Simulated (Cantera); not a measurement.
Charge: 1 mol AlCl3, 2.1 mol H2O, 1.2 mol H2, held at 673 K and 10.0 mbar.

Cantera equilibrium calculation (NASA polynomials, part measured and part estimated; ideal gas, pure solids and liquids). Candidate condensed phases: Al, AlCl3, Al2O3, H2O; 29 gas species. Condensed phases not in the tables: AlOCl. The numbers say what is thermodynamically allowed, not how fast it happens.

Base state: HCl 0.625, H2 0.250, H2O 0.125 (mole fractions); condensed: Al2O3(s).

Question: What changes in the equilibrium state with this change: temperature from 673 K to 1898.15 K?

Answer: 
```json
[
 {"species": "HCl", "before": "0.625", "after": "0.614"},
 {"species": "H2", "before": "0.250", "after": "0.250"},
 {"species": "H2O", "before": "0.125", "after": "0.124"},
 {"species": "Cl", "before": "<1e-9", "after": "0.00725"},
 {"species": "H", "before": "<1e-9", "after": "0.00392"},
 {"species": "AlCl3", "before": "<1e-9", "after": "1.49e-5"},
 {"species": "OH", "before": "<1e-9", "after": "0.000159"},
 {"species": "Al2O3(s), mol", "before": "0.500", "after": "0.500"}
]
```
